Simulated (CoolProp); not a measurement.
Vapour-liquid equilibrium of carbon dioxide (1) + R227EA (2) at 250.8 K; x and y are mole fractions of (1).

Values from CoolProp's multi-fluid Helmholtz-energy mixture model, Span 1996 and Lemmon 2016; pair parameters Bell 2016.

```
x     bubble pressure (MPa)  y at the bubble point  dew pressure at overall composition x (MPa)  liquid density (mol/L)
----  ---------------------  ---------------------  -------------------------------------------  ----------------------
0.05                 0.1529                  0.503                                          [?]                   9.531
0.2                  0.3886                    [?]                                      0.09664                   10.64
0.35                 0.6296                  0.902                                       0.1182                     [?]
0.5                  0.8742                    [?]                                       0.1520                   13.61
0.65                  1.130                  0.964                                       0.2125                     [?]
0.8                     [?]                  0.981                                       0.3521                   18.40
0.95                  1.721                    [?]                                       0.9674                   22.12
```

Complete the blanks.


- 0.05, dew pressure at overall composition x (MPa): 0.08162
- 0.2, y at the bubble point: 0.822
- 0.35, liquid density (mol/L): 11.97
- 0.5, y at the bubble point: 0.940
- 0.65, liquid density (mol/L): 15.69
- 0.8, bubble pressure (MPa): 1.409
- 0.95, y at the bubble point: 0.996

No azeotrope shows between x = 0.05 and 0.95.

The pair parameters rest on a limited set of measurements; away from them the model extrapolates.
